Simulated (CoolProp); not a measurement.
Propane at 613.74 K and 0.244 MPa flows at 6.9 m/s in a round tube of 20 mm bore and 15 µm roughness, fully developed (64/Re and Nu = 3.66 if laminar; Colebrook and Gnielinski if turbulent). Each further row changes one setting.

Values from CoolProp's reference Helmholtz-energy equation of state, Lemmon 2009.

```tsv
case	Reynolds number	Darcy friction factor	pressure drop (Pa/m)	heat-transfer coefficient (W/(m² K))	mass flow (kg/h)
as stated	?	?	70.4	?	?
velocity 13.8 m/s	36700	0.0245	247	?	33.0
diameter 40 mm	36700	0.0235	29.6	145	66.0
```

Problem. Some entries are withheld; supply them.

Solution. 
- as stated, Reynolds number: 18300
- as stated, Darcy friction factor: 0.0279
- as stated, heat-transfer coefficient (W/(m² K)): 170
- as stated, mass flow (kg/h): 16.5
- velocity 13.8 m/s, heat-transfer coefficient (W/(m² K)): 303

Viscosity comes from a separate model (Vogel 1998). Thermal conductivity comes from a separate model (Marsh 2002).
